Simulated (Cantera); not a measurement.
A closed system holds: 1 mol CF4, 0.18 mol Si, 2.4 mol F2, at 100 Torr.

Method: chemical equilibrium by Gibbs-energy minimisation in Cantera with the NASA 1993 tables (ideal gas, pure condensed phases). Candidate condensed phases: C, Si, SiC; 23 gas species. Gases not in the tables: C2F6 and larger saturated fluorocarbons. Kinetics and transport are ignored. All values below are at 2177 °C.

Base state: F 0.779, CF4 0.180, SiF4 0.0338, CF2 0.00539, CF3 0.00224, F2 5.80e-5 (mole fractions); condensed: gas only.

### Question
What changes in the equilibrium state with this change: F2 from 2.4 to 0.38 mol?

### Answer
```
species   before     after
-------  -------  --------
CF4        0.180     0.481
F          0.779     0.275
CF2      0.00539     0.116
CF3      0.00224    0.0170
SiF4      0.0338     0.111
CF       8.92e-6  0.000543
SiF3     8.18e-6   7.59e-5
```
The tables' values for SiF3 are old estimates; treat these amounts as uncertain.
